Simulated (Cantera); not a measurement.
# Pyrogenic steam for wet oxidation

A perfectly stirred reactor is fed with H2 : O2 : N2 = 0.88 : 1 : 0.87 (molar parts), at 113 Torr; it is held at 925 K, and followed from long to short residence time.

Detailed kinetics in Cantera: the H2/O2 subset of GRI-Mech 3.0, which has no nitrogen chemistry. Below about 950 K walls govern HO2 and H2O2 in real vessels. The temperature is held fixed by assumption; the heat of reaction is taken as removed at once.

| τ (s) | x H2 | x O2 | x H | x HO2 | x H2O |
|---|---|---|---|---|---|
| 0.73 | 0.0288 | 0.253 | 9.89e-6 | 9.09e-5 | 0.347 |
| 0.34 | 0.0295 | 0.253 | 2.11e-5 | 9.58e-5 | 0.346 |
| 0.16 | 0.0314 | 0.254 | 4.46e-5 | 9.95e-5 | 0.343 |
| 0.077 | 0.0350 | 0.256 | 9.17e-5 | 0.000103 | 0.339 |
| 0.036 | 0.0411 | 0.258 | 0.000193 | 0.000107 | 0.332 |
| 0.017 | 0.0500 | 0.261 | 0.000400 | 0.000110 | 0.321 |
| 0.0080 | 0.0624 | 0.266 | 0.000823 | 0.000113 | 0.306 |
| 0.0038 | 0.0789 | 0.272 | 0.00165 | 0.000114 | 0.285 |
x: mole fraction; the columns are a selection and need not sum to one.
